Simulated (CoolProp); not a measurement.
CH3F (R41) along the isotherm 73.85 °C: density (kg/m³) from the reference equation and from simpler models built on Tc = 44.1 °C, pc = 5.906 MPa, ω = 0.200; each cubic takes its own stable root.

The numbers come from the reference Helmholtz-energy equation of state, Lemmon 2006 in CoolProp. It is a short technical equation, of lower accuracy than the large ones.

| p (MPa) | phase | reference | van der Waals | Soave-Redlich-Kwong | Peng-Robinson |
|---|---|---|---|---|---|
| 0.187 | gas | 2.227 | 2.223 | 2.224 | 2.226 |
| 0.291 | gas | 3.483 | 3.474 | 3.476 | 3.482 |
| 0.453 | gas | 5.468 | 5.445 | 5.450 | 5.465 |
| 0.705 | gas | ___ | 8.566 | 8.579 | 8.616 |
| 1.1 | gas | 13.74 | ___ | 13.63 | 13.73 |
| 1.71 | gas | 22.11 | 21.76 | 21.83 | 22.06 |
| 2.66 | gas | 36.45 | 35.58 | 35.71 | 36.31 |
| 4.14 | gas | 62.98 | 60.82 | 60.80 | 62.49 |
| 6.45 | supercritical | 121.9 | 118.7 | 113.9 | 119.1 |
| 10 | supercritical | 315.6 | 274.6 | 252.0 | 269.5 |
| 15.6 | supercritical | 492.4 | 340.2 | 375.1 | 410.1 |
| 24.4 | supercritical | 576.3 | 383.0 | 452.5 | ___ |
| 37.9 | supercritical | 641.0 | 418.3 | 515.5 | 570.3 |
| 59.1 | supercritical | 701.1 | 450.3 | 573.0 | 634.8 |

What belongs in the gaps?


- 0.705, reference: 8.622
- 1.1, van der Waals: 13.60
- 24.4, Peng-Robinson: 498.9
